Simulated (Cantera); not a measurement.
**NO annealing gas**

An isothermal, constant-pressure homogeneous reactor starts with 89.3 % NO, 10.7 % N2, at 1825 K and 28000 Pa.

Computed with Cantera and GRI-Mech 3.0 (53 species, 325 reactions).

```csv
t (s),x NO,x O2,x N2,x N2O,x NO2,x O
3.00e-5,0.893,4.06e-9,0.107,1.93e-6,2.16e-7,1.72e-6
9.27e-5,0.893,3.48e-8,0.107,5.92e-6,1.74e-6,4.28e-6
0.000286,0.893,2.86e-7,0.107,1.79e-5,1.08e-5,8.05e-6
0.000884,0.893,2.73e-6,0.107,5.24e-5,4.54e-5,1.31e-5
0.00273,0.892,3.45e-5,0.107,0.000136,0.000135,2.36e-5
0.00844,0.892,0.000314,0.107,0.000264,0.000218,3.32e-5
0.0261,0.889,0.00148,0.109,0.000319,0.000244,3.68e-5
0.0805,0.882,0.00517,0.112,0.000314,0.000278,4.11e-5
0.249,0.859,0.0164,0.124,0.000295,0.000359,5.17e-5
0.769,0.794,0.0488,0.156,0.000246,0.000503,7.39e-5
2.37,0.633,0.129,0.237,0.000150,0.000628,0.000111
7.34,0.356,0.268,0.375,4.55e-5,0.000505,0.000154
22.7,0.109,0.392,0.499,4.24e-6,0.000187,0.000184
70.0,0.0203,0.436,0.543,2.69e-7,3.68e-5,0.000193
```
x: mole fraction; the columns are a selection and need not sum to one.

Equilibrium at this temperature and pressure: NO 0.00551, O2 0.444, N2 0.551, N2O 1.40e-7, NO2 1.01e-5, O 0.000195 (gas phase only).
